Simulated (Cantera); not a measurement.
## Catalytic stagnation flow on Pt

A jet of 3.19 % H2, 18.0 % O2, 78.8 % N2 at 300 K and 10000 Pa hits a platinum plate 2.5 cm away at a mass flux of 0.082 kg/m²/s; the plate temperature is set and raised in steps from an oxygen-covered start.

Model: Deutschmann's 1995 Pt surface mechanism with GRI-Mech 3.0 gas chemistry, integrated in Cantera. Catalytic surfaces can have several steady states; this one follows from the mechanism file's or the stated starting coverage.

| plate T (K) | wall x H2 | wall x O2 | wall x H2O | wall x OH | θ free Pt | θ O* | θ OH* |
|---|---|---|---|---|---|---|---|
| 700 | 0.00457 | 0.151 | 0.0526 | <1e-8 | 0.0580 | 0.939 | 0.00336 |
| 750 | 0.00411 | 0.150 | 0.0532 | <1e-8 | 0.0683 | 0.929 | 0.00265 |
| 800 | 0.00325 | 0.149 | 0.0545 | <1e-8 | 0.0927 | 0.905 | 0.00231 |
| 850 | 0.00242 | 0.149 | 0.0559 | 1.58e-8 | 0.133 | 0.865 | 0.00213 |
| 900 | 0.00182 | 0.148 | 0.0568 | 5.07e-8 | 0.185 | 0.813 | 0.00195 |
| 950 | 0.00144 | 0.148 | 0.0572 | 1.38e-7 | 0.244 | 0.754 | 0.00177 |
| 1000 | 0.00120 | 0.148 | 0.0571 | 3.44e-7 | 0.307 | 0.692 | 0.00158 |
x: mole fraction at the wall; θ: surface coverage.
